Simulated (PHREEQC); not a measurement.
Solution (75 °C): 0.27 mmol/kgw SrCl2, 0.87 mmol/kgw CO2 and 1.1 mmol/kgw MgSO4. Closed to the air; pH follows from the charge balance.

Computed with PHREEQC (ion-association model, phreeqc.dat).

This is a speciation only: nothing precipitates in the calculation.

Task: Estimate the pH, ionic strength.

Result: pH 4.73; ionic strength 0.00404 mol/kgw.

Task: In which forms is C present?

Result: CO2 97 %, HCO3- 2.7 % of the C.

Species that the database lacks are ignored. Away from 25 °C the constants follow the database's enthalpies or fits; those with neither stay at their 25 °C values.
